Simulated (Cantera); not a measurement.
A Cantera script and its output.

```python
import numpy as np
import cantera as ct

surf = ct.Interface("ptcombust.yaml", "Pt_surf")
gas = surf.adjacent["gas"]
gas.TPX = 850, 100000, {'H2': 0.0043, 'O2': 0.019, 'N2': 0.79, 'H2O': 0.036}
surf.TP = 850, 100000
reactor = ct.FlowReactor(gas, clone=False)
reactor.area = 0.0001  # m2
reactor.surface_area_to_volume_ratio = 280  # 1/m
reactor.mass_flow_rate = 2.4 * reactor.area * gas.density  # inlet velocity 2.4 m/s
reactor.energy_enabled = False
wall = ct.ReactorSurface(surf, reactor, clone=False)
net = ct.ReactorNet([reactor])
net.rtol, net.atol = 1e-8, 1e-16
show, cover = ['H2', 'O2', 'H2O'], ['PT(S)', 'H(S)', 'O(S)', 'OH(S)', 'CO(S)', 'C(S)']

rows = []
print(f"{'z/m':>9s}{'u/(m/s)':>9s}" + "".join(f"{s:>13s}" for s in show + cover))
for z in [0.00017, 0.00036, 0.00078, 0.0017, 0.0036, 0.0078, 0.017]:
    net.advance(z)
    rows.append([reactor.speed, *gas[show].X, *surf[cover].coverages])
    print(f"{z:9.4g}{rows[-1][0]:9.3g}" + "".join(f"{x:13.4e}" for x in rows[-1][1:]))
```

Result:

```
      z/m  u/(m/s)           H2           O2          H2O        PT(S)         H(S)         O(S)        OH(S)        CO(S)         C(S)
  0.00017      2.4   3.8375e-03   2.1771e-02   4.3642e-02   3.5297e-01   6.9704e-07   6.3854e-01   8.4358e-03   1.3940e-27   7.4126e-30
  0.00036      2.4   2.9992e-03   2.1360e-02   4.4501e-02   2.8521e-01   4.7793e-07   7.0675e-01   8.0020e-03   7.8371e-27   2.2693e-29
  0.00078      2.4   1.9796e-03   2.0860e-02   4.5545e-02   2.0798e-01   2.8021e-07   7.8475e-01   7.2349e-03  -7.2585e-26  -3.6923e-28
   0.0017      2.4   1.0282e-03   2.0394e-02   4.6519e-02   1.5097e-01   1.6568e-07   8.4259e-01   6.4200e-03  -4.1954e-28  -1.1594e-30
   0.0036     2.39   3.6327e-04   2.0068e-02   4.7199e-02   1.2260e-01   1.1815e-07   8.7148e-01   5.9064e-03  -1.5861e-28  -4.1322e-31
   0.0078     2.39   4.9386e-05   1.9914e-02   4.7521e-02   1.1207e-01   1.0211e-07   8.8222e-01   5.6923e-03  -7.5653e-25  -2.0066e-27
    0.017     2.39   7.4210e-07   1.9891e-02   4.7570e-02   1.1058e-01   9.9909e-08   8.8374e-01   5.6608e-03   3.9646e-29   1.0720e-31
```

Detailed kinetics in Cantera: Deutschmann's 1995 Pt surface mechanism with GRI-Mech 3.0 gas chemistry. Catalytic surfaces can have several steady states; this one follows from the mechanism file's or the stated starting coverage. Mass transfer to the wall is taken as infinitely fast.
